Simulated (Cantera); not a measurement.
Charge: 1 mol SiH4, 0.51 mol HCl, a varied amount of N2, held at 1650 K and 1.20 Torr.

Cantera equilibrium calculation (NASA polynomials, part measured and part estimated; ideal gas, pure solids and liquids). Candidate condensed phases: NH4Cl, Si, Si3N4; 28 gas species. The tables' values for SiCl, SiCl3 are old estimates; treat these amounts as uncertain. The numbers say what is thermodynamically allowed, not how fast it happens.

log p: log10 of the partial pressure in bar; n: condensed amount in mol.

```
n(N2) (mol)  log p N2  log p H2  log p HCl  log p SiCl2  log p H  log p Cl  n Si3N4(s)
-----------  --------  --------  ---------  -----------  -------  --------  ----------
4.8             -3.00     -3.30      -4.16        -4.58    -5.69     -6.66       0.296
14              -2.87       ___        ___          ___      ___       ___       0.299
23              -2.84       ___        ___          ___      ___       ___       0.299
33              -2.83     -4.02      -4.85        -5.35    -6.05     -6.99       0.299
42              -2.82     -4.12      -4.95        -5.45    -6.10     -7.03       0.299
51              -2.82     -4.20      -5.03        -5.53    -6.14     -7.07       0.299
60              -2.81     -4.27      -5.09        -5.60    -6.18     -7.11       0.298
69              -2.81     -4.33      -5.15        -5.66    -6.21     -7.14       0.298
```

Task: Complete the blanks.

Result: 
- 23, log p H2: -3.87
- 23, log p HCl: -4.70
- 23, log p SiCl2: -5.20
- 23, log p H: -5.98
- 23, log p Cl: -6.91
- 14, log p H2: -3.68
- 14, log p HCl: -4.51
- 14, log p SiCl2: -4.99
- 14, log p H: -5.88
- 14, log p Cl: -6.82
